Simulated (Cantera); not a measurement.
A freely propagating, adiabatic, planar premixed flame of H₂ : O₂ : N₂ : H₂O = 1 : 0.192 : 0.723 : 0.11 (molar parts), unburnt at 625 K and 0.276 atm; mixture-averaged transport, grid criteria slope 0.08 and curve 0.16, no radiation.

Computed with Cantera and the H2/O2 subset of GRI-Mech 3.0, which has no nitrogen chemistry. Burning velocities carry a grid error of a few per cent, more on coarse grids.

**Question.** What does this change do: inlet temperature 625 to 398 K?

**Answer.** 
```tsv
quantity	before	after
laminar burning velocity	747 cm/s	336 cm/s
thermal thickness	2.42 mm	1.98 mm
peak x(H)	0.0955	0.0724
peak x(OH)	0.00243	0.00136
peak x(HO₂)	8.87e-5	0.000182
```
